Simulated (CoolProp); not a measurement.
Vapour-liquid equilibrium of propane (1) + cyclohexane (2) at 302.8 K; x and y are mole fractions of (1).

Computed with CoolProp (multi-fluid Helmholtz-energy mixture model, Lemmon 2009 and Zhou 2014; pair parameters Bell 2016).

Task: Give the bubble pressure and the first vapour's composition at x = 0.05, 0.2, 0.8. Is there an azeotrope?

Result: x = 0.05: 0.7775 bar, y = 0.799; x = 0.2: 2.559 bar, y = 0.944; x = 0.8: 8.480 bar, y = 0.992. No azeotrope shows between x = 0.05 and 0.95.

The pair parameters rest on a limited set of measurements; away from them the model extrapolates. The gap from Raoult's law changes sign with composition, which may be real or a fault of the pair parameters; it wasn't checked against measurements.
